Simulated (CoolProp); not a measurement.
Toluene along the isotherm 346.85 °C: fugacity coefficient from the reference equation and from simpler models built on Tc = 318.6 °C, pc = 41.26 bar, ω = 0.266; each cubic takes its own stable root.

Model: reference Helmholtz-energy equation of state, Lemmon 2006, in CoolProp. It is a short technical equation, of lower accuracy than the large ones.

```tsv
p (bar)	phase	reference
25.8	gas	0.8113
51.6	supercritical	0.6323
77.4	supercritical	0.4795
103	supercritical	0.3970
129	supercritical	0.3473
155	supercritical	0.3154
181	supercritical	0.2939
206	supercritical	0.2794
```

Q: How far does each simpler model (van der Waals, Redlich-Kwong, Soave-Redlich-Kwong, Peng-Robinson) lie from the reference over these 8 states: mean and median of the absolute difference, and the worst?

A: 
- van der Waals: mean 13.3 %, median 12.8 %, worst +26.1 % at 346.85 °C and 206 bar
- Redlich-Kwong: mean 5.3 %, median 5.6 %, worst +9.4 % at 346.85 °C and 206 bar
- Soave-Redlich-Kwong: mean 8.5 %, median 9.3 %, worst +13.8 % at 346.85 °C and 206 bar
- Peng-Robinson: mean 1.9 %, median 2.2 %, worst +3.0 % at 346.85 °C and 206 bar
